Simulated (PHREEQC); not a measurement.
Model water analysis in mg/kgw, 25 °C, pH 7.14, pe 0.7: Na 314; K 496; Ca 194; Mg 3.32; Cl 1060; S(6) as SO4 252; Alkalinity as HCO3 159; F 0.248; Sr 0.972; Fe(2) 0.69.

Na is adjusted to close the charge balance.
Valence states are taken as typed.

Model: ion-association model, wateq4f.dat, run in PHREEQC.

This is a speciation only: nothing precipitates in the calculation.

Question: Order these C species by the share of C that they hold, largest first: NaHCO3, CaHCO3+, CaCO3, HCO3-, CO2.

Answer: HCO3- (85 %), CO2 (12 %), CaHCO3+ (2.3 %), NaHCO3 (0.50 %), CaCO3 (0.16 %)

Question: Order these Mg species by the share of Mg that they hold, largest first: MgHCO3+, Mg+2, MgSO4.

Answer: Mg+2 (88 %), MgSO4 (10 %), MgHCO3+ (1.3 %)

The pH is 7.14 and the ionic strength 0.0432 mol/kgw. Fluoro complexes past AlF4- and FeF3 are missing from the database.
